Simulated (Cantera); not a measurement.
An adiabatic, constant-pressure homogeneous reactor starts with CH4 : C2H6 : C3H8 : O2 : N2 = 1 : 0.039 : 0.058 : 1.87 : 7.02 (molar parts), at 1700 K and 1.01 bar. Integrator tolerance rtol = 1e-08.

Model: GRI-Mech 3.0 (53 species, 325 reactions), integrated in Cantera.

```tsv
quantity	before	after
time of steepest temperature rise	57.1 µs	38.7 µs
temperature at 0.300 s	2832 K	2858 K
equilibrium temperature	2832 K	2858 K
x(CH4) at 0.300 s	<1e-12 (gas-phase equilibrium <1e-12)	<1e-12 (gas-phase equilibrium <1e-12)
x(C2H6) at 0.300 s	<1e-12 (gas-phase equilibrium <1e-12)	<1e-12 (gas-phase equilibrium <1e-12)
x(C3H8) at 0.300 s	<1e-12 (gas-phase equilibrium <1e-12)	<1e-12 (gas-phase equilibrium <1e-12)
x(HO2) at 0.300 s	2.71e-6 (gas-phase equilibrium 2.71e-6)	3.04e-6 (gas-phase equilibrium 3.04e-6)
x(HCO) at 0.300 s	1.43e-7 (gas-phase equilibrium 1.43e-7)	1.55e-7 (gas-phase equilibrium 1.55e-7)
```

Task: Name the change that produced these shifts.
(A) C3H8 0.058 to 0.095 parts
(B) initial temperature 1700 to 1100 K
(C) initial temperature 1700 to 1625 K
(D) initial temperature 1700 to 1775 K

Result: D, initial temperature 1700 to 1775 K
